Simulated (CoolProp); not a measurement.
CF4 (R14) along the isobar 13.4 MPa: Z from the reference equation and from simpler models built on Tc = 227.4 K, pc = 3.762 MPa, ω = 0.178; each cubic takes its own stable root.

The numbers come from the reference Helmholtz-energy equation of state, Platzer 1990 in CoolProp. This equation is an older, rougher fit; its heat capacities, sound speeds and derivatives of the liquid may be far off and weren't checked against measurements.

| T (K) | phase | reference | van der Waals | Redlich-Kwong |
|---|---|---|---|---|
| 155.1 | liquid | 0.5712 | 0.8277 | 0.5853 |
| 163.8 | liquid | 0.5553 | 0.7985 | 0.5696 |
| 172.5 | liquid | 0.5421 | 0.7732 | 0.5569 |
| 181.2 | liquid | 0.5314 | 0.7513 | 0.5471 |
| 189.9 | liquid | ___ | ___ | 0.5400 |
| 198.6 | liquid | 0.5174 | 0.7165 | 0.5356 |
| 207.3 | liquid | 0.5141 | ___ | 0.5337 |
| 216 | liquid | 0.5135 | 0.6920 | ___ |
| 224.6 | liquid | 0.5159 | 0.6834 | 0.5381 |
| 233.3 | supercritical | ___ | 0.6769 | 0.5445 |
| 242 | supercritical | 0.5315 | 0.6726 | 0.5540 |
| 250.7 | supercritical | 0.5458 | 0.6705 | 0.5667 |
| 259.4 | supercritical | 0.5652 | 0.6705 | 0.5826 |
| 268.1 | supercritical | 0.5897 | 0.6727 | 0.6016 |

Question: What belongs in the gaps?

Answer: 
- 189.9, reference: 0.5231
- 189.9, van der Waals: 0.7325
- 207.3, van der Waals: 0.7030
- 216, Redlich-Kwong: 0.5346
- 233.3, reference: 0.5217
